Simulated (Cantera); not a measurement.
Charge: 1 mol CH3Cl, 0.026 mol Si, equilibrated at 0.110 bar.

Method: chemical equilibrium by Gibbs-energy minimisation in Cantera with the NASA 1993 tables (ideal gas, pure condensed phases). Candidate condensed phases: C, C6H6, C7H8, C8H18, Si, SiC; 109 gas species. The tables' values for SiCl, SiCl3 are old estimates; treat these amounts as uncertain. Kinetics and transport are ignored. All values below are at 2373 K.

Base state: H2 0.492, HCl 0.444, H 0.0295, Cl 0.0191, SiCl2 0.0117, C2H2 (acetylene) 0.00302, SiCl 0.000387, Si 0.000283 (mole fractions); condensed: C(graphite).

What changes in the equilibrium state with this change: pressure from 0.110 bar to 10.0 mbar?


```csv
species,before,after
H2,0.492,0.448
HCl,0.444,0.386
H,0.0295,0.0935
Cl,0.0191,0.0576
SiCl2,0.0117,0.00791
SiC2,4.98e-5,0.000445
Si,0.000283,0.00253
Si2C,2.91e-6,2.12e-5
SiCl3,0.000189,3.50e-5
"C(graphite), mol",0.987,0.986
```

What changes in the equilibrium state with this change: pressure from 0.110 bar to 1.90 Pa?


| species | before | after |
|---|---|---|
| H | 0.0295 | 0.679 |
| Cl | 0.0191 | 0.242 |
| H2 | 0.492 | 0.0449 |
| HCl | 0.444 | 0.0223 |
| SiCl2 | 0.0117 | 1.16e-6 |
| Si | 0.000283 | 0.00582 |
| SiCl3 | 0.000189 | <1e-9 |
| C3 | 5.61e-7 | 0.00325 |
| C2 | 5.05e-8 | 0.000293 |
| C(graphite), mol | 0.987 | 0.944 |
The tables' values for SiCl are old estimates; treat these amounts as uncertain.
